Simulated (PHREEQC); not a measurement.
Solution (15 °C): 0.0032 mol/kgw KH2PO4. Closed to the air; pH follows from the charge balance.

The numbers come from PHREEQC with the ion-association model, phreeqc.dat.

Each row changes one thing in this solution. Precipitation was switched off in this run.

```tsv
case	pH	ionic strength (mol/kgw)	HPO4-2 (mol/kgw)
as made	4.91	0.00323	1.79e-5
diluted 100-fold with water	5.87	3.47e-5	1.36e-6
KH2PO4 replaced by Na3PO4 at the same molality	11.68	0.0143	0.00240
temperature from 15 to 55 °C	4.89	0.00324	2.15e-5
KH2PO4 from 0.0032 to 0.00352 mol/kgw	4.89	0.00355	1.91e-5
KH2PO4 from 0.0032 to 0.0064 mol/kgw	4.79	0.00645	2.95e-5
KH2PO4 from 0.0032 to 0.032 mol/kgw	4.59	0.0321	0.000117
temperature from 15 to 70 °C	4.88	0.00324	2.29e-5
diluted 2-fold with water	5.03	0.00162	1.15e-5
```

At this temperature some constants are extrapolated from 25 °C, and those without enthalpy data are left unchanged.
